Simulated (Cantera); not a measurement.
Feed: 1 mol Al2O3, 0.31 mol H2, 0.67 mol N2, equilibrated at 1975 K and 7000 Pa.

Cantera equilibrium calculation (NASA polynomials, part measured and part estimated; ideal gas, pure solids and liquids). Candidate condensed phases: Al, AlN, Al2O3, H2O; 35 gas species. Equilibrium is a limit: real reactors are often held back by kinetics, nucleation or transport.

Base state: N2 0.683, H2 0.314, H 0.00290, H2O 0.000105, Al 5.13e-5, Al2O 1.12e-5 (mole fractions); condensed: Al2O3(s).

Task: What changes in the equilibrium state with this change: Al2O3 replaced by ZrO2?

Result: 
```json
[
 {"species": "N2", "before": "0.683", "after": "0.683"},
 {"species": "H2", "before": "0.314", "after": "0.314"},
 {"species": "H", "before": "0.00290", "after": "0.00290"},
 {"species": "H2O", "before": "0.000105", "after": "3.44e-5"},
 {"species": "Al", "before": "5.13e-5", "after": "0"},
 {"species": "Al2O", "before": "1.12e-5", "after": "0"},
 {"species": "Al2O3(s), mol", "before": "1.000", "after": "0"},
 {"species": "ZrO2(tetragonal), mol", "before": "0", "after": "1.000"}
]
```
Further candidate phases: Zr, ZrN, ZrO2.

Task: What changes in the equilibrium state with this change: temperature from 1975 K to 1348.15 K?

Result: 
| species | before | after |
|---|---|---|
| N2 | 0.683 | 0.684 |
| H2 | 0.314 | 0.316 |
| H | 0.00290 | 4.93e-6 |
| Al | 5.13e-5 | <1e-9 |
| Al2O | 1.12e-5 | <1e-9 |
| H2O | 0.000105 | 1.21e-6 |
| Al2O3(s), mol | 1.000 | 1.00 |
